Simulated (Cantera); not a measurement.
What does this Cantera script print?

```python
import numpy as np
import cantera as ct

gas = ct.Solution("gri30.yaml")
gas.TPX = 2525, 1200, {'CH4': 0.012, 'H2': 1, 'N2': 0.0026}
inlet = ct.Reservoir(gas, clone=True)

reactor = ct.IdealGasConstPressureReactor(gas, energy="off", clone=False)
exhaust = ct.Reservoir(gas, clone=True)
tau = [20, 3.6, 0.66, 0.12, 0.022, 0.0041, 0.00076][0]
for a, b in ((inlet, reactor), (reactor, exhaust)):
    ct.MassFlowController(a, b, mdot=lambda t: reactor.mass / tau)
net = ct.ReactorNet([reactor])
show = ['CH4', 'H2', 'C2H2', 'C2H', 'C2H6', 'H', 'C2H4']

rows = []
print(f"{'tau/s':>10s}{'T/K':>9s}" + "".join(f"{s:>11s}" for s in show))
for tau in [20, 3.6, 0.66, 0.12, 0.022, 0.0041, 0.00076]:
    net.initial_time = 0.0
    net.advance(30 * tau)
    before = gas.X
    net.advance(40 * tau)
    drift = np.max(np.abs(gas.X - before) / (gas.X + 1e-9))
    rows.append([gas.T, *gas[show].X, drift])
    print(f"{tau:10.3e}{gas.T:9.1f}" + "".join(f"{x:11.3e}" for x in gas[show].X))
```

Output:

```
     tau/s      T/K        CH4         H2       C2H2        C2H       C2H6          H       C2H4
 2.000e+01   2525.0  1.047e-06  7.711e-01  4.841e-03  1.050e-04  4.735e-14  2.215e-01  3.080e-08
 3.600e+00   2525.0  2.435e-06  7.891e-01  5.003e-03  9.730e-05  2.359e-13  2.033e-01  3.827e-08
 6.600e-01   2525.0  1.651e-05  8.551e-01  5.284e-03  6.390e-05  8.261e-12  1.370e-01  9.323e-08
 1.200e-01   2525.0  2.282e-04  9.292e-01  5.355e-03  2.714e-05  9.261e-10  6.237e-02  6.090e-07
 2.200e-02   2525.0  1.351e-03  9.545e-01  4.564e-03  1.302e-05  2.049e-08  3.604e-02  4.021e-06
 4.100e-03   2525.0  4.872e-03  9.660e-01  2.308e-03  4.003e-06  1.621e-07  2.218e-02  1.773e-05
 7.600e-04   2525.0  9.787e-03  9.771e-01  1.536e-04  1.041e-07  1.978e-07  8.761e-03  1.320e-05
```

Computed with Cantera and GRI-Mech 3.0 (53 species, 325 reactions). GRI-Mech 3.0 stops at C3 and has no aromatics, soot or wall deposition, so with more carbon than oxygen in the feed, carbon stays in small species such as C2H2 where larger ones or solid carbon would form. Radical loss at walls, strong at low pressure, is not modelled.
